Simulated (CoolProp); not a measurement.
R113 along the isotherm -16.75 °C: fugacity coefficient from the reference equation and from simpler models built on Tc = 214.1 °C, pc = 3392 kPa, ω = 0.253; each cubic takes its own stable root.

The numbers come from the reference Helmholtz-energy equation of state, Marx 1992 in CoolProp.

| p (kPa) | phase | reference |
|---|---|---|
| 107 | liquid | 0.05854 |
| 162 | liquid | 0.03878 |
| 244 | liquid | 0.02586 |
| 368 | liquid | 0.01726 |
| 556 | liquid | 0.01154 |
| 838 | liquid | 0.007770 |
| 1260 | liquid | 0.005284 |
| 1910 | liquid | 0.003608 |
| 2880 | liquid | 0.002518 |
| 4340 | liquid | 0.001805 |
| 6550 | liquid | 0.001343 |
| 9880 | liquid | 0.001061 |
| 14900 | liquid | 0.0009140 |
| 22500 | liquid | 0.0008979 |

Q: How far does each simpler model (van der Waals, Soave-Redlich-Kwong) lie from the reference over these 14 states: mean and median of the absolute difference, and the worst?

A: 
- van der Waals: mean 2249.3 %, median 2002.7 %, worst +3913.8 % at -16.75 °C and 22500 kPa
- Soave-Redlich-Kwong: mean 2.1 %, median 0.8 %, worst +9.5 % at -16.75 °C and 22500 kPa

At some of these states van der Waals gives the other phase, because its saturation line lies elsewhere.
